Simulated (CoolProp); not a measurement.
R410A at 317.36 K and 1.73 MPa is compressed adiabatically to 8.22 MPa with isentropic efficiency 0.7. Each further row changes one setting.

Values from CoolProp's reference Helmholtz-energy equation of state, Lemmon 2003. It is a pseudo-pure fit of the blend.

```
case             work (kJ/kg)  final temperature (K)  final density (kg/m³)
---------------  ------------  ---------------------  ---------------------
as stated                66.8                  426.7                    237
efficiency 1             46.8                  414.1                    262
efficiency 0.65          71.9                  430.0                    232
```
